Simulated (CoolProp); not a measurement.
Methane at 293.15 K and 15.6 MPa is compressed adiabatically to 79.2 MPa with isentropic efficiency 0.85. Each further row changes one setting.

Computed with CoolProp (reference Helmholtz-energy equation of state, Setzmann 1991).

```csv
case,work (kJ/kg),final temperature (K),final density (kg/m³)
as stated,377,430.5,245
efficiency 1,320,413.0,253
efficiency 0.65,493,466.0,230
```
